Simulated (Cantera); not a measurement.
## Equilibrium for silicon nitride deposition: trisilylamine + NH₃ + H₂

Feed: 1 mol trisilylamine, 2 mol NH₃, 14 mol H₂, equilibrated at 1650 °C and 57000 Pa.

Equilibrium computed with Cantera from the NASA thermochemical tables; the gas is ideal and each condensed phase is pure. Candidate condensed phases: Si, Si₃N₄; 18 gas species. The feed counts by its element totals alone. Gases not in the tables: Si₂H₆ and higher silanes. Equilibrium is a limit: real reactors are often held back by kinetics, nucleation or transport.

| Property | Value |
|---|---|
| x(H₂) | 0.934 |
| x(N₂) | 0.0652 |
| x(H) | 0.00121 |
| x(SiH₂) | 6.29e-5 |
| x(Si) | 2.98e-5 |
| x(SiH) | 1.78e-5 |
| x(NH₃) | 3.01e-6 |
| x(Si₂N) | 2.56e-6 |
| x(SiN) | 1.81e-6 |
| n(Si(l)) | 3.00 mol |
| gas amount | 23.01 mol |
